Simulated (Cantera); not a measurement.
Diamond growth

A diamond (100) surface in a fixed gas of H2 with x(CH4) = 0.023, x(CH3) = 0.00047, at 1175 K, 7300 Pa; coverages are run to steady state.

Computed with Cantera and the Harris–Goodwin 1993 mechanism for the reconstructed diamond (100) surface.

```json
[
 {"x(H)": "0.0001", "growth (µm/h)": "0.586", "θ c6HH": "0.595", "θ c6H*": "0.0259", "θ c6*H": "0.349", "θ c6**": "0.00414", "θ c6HM": "0.0114"},
 {"x(H)": "0.0002", "growth (µm/h)": "1.29", "θ c6HH": "0.532", "θ c6H*": "0.0298", "θ c6*H": "0.401", "θ c6**": "0.00785", "θ c6HM": "0.0139"},
 {"x(H)": "0.0004", "growth (µm/h)": "2.55", "θ c6HH": "0.491", "θ c6H*": "0.0321", "θ c6*H": "0.432", "θ c6**": "0.0126", "θ c6HM": "0.0158"},
 {"x(H)": "0.00079", "growth (µm/h)": "4.62", "θ c6HH": "0.468", "θ c6H*": "0.0334", "θ c6*H": "0.450", "θ c6**": "0.0173", "θ c6HM": "0.0167"},
 {"x(H)": "0.0016", "growth (µm/h)": "8.05", "θ c6HH": "0.456", "θ c6H*": "0.0342", "θ c6*H": "0.460", "θ c6**": "0.0213", "θ c6HM": "0.0162"},
 {"x(H)": "0.0032", "growth (µm/h)": "12.9", "θ c6HH": "0.451", "θ c6H*": "0.0347", "θ c6*H": "0.466", "θ c6**": "0.0240", "θ c6HM": "0.0139"},
 {"x(H)": "0.0063", "growth (µm/h)": "18.6", "θ c6HH": "0.450", "θ c6H*": "0.0351", "θ c6*H": "0.471", "θ c6**": "0.0256", "θ c6HM": "0.0107"},
 {"x(H)": "0.013", "growth (µm/h)": "24.5", "θ c6HH": "0.451", "θ c6H*": "0.0355", "θ c6*H": "0.475", "θ c6**": "0.0267", "θ c6HM": "0.00699"},
 {"x(H)": "0.025", "growth (µm/h)": "28.6", "θ c6HH": "0.452", "θ c6H*": "0.0359", "θ c6*H": "0.478", "θ c6**": "0.0273", "θ c6HM": "0.00430"}
]
```
θ: site fractions in the mechanism's names (c6HH fully hydrogenated, c6H* and c6*H radical sites, c6** diradical, c6HM methylated).
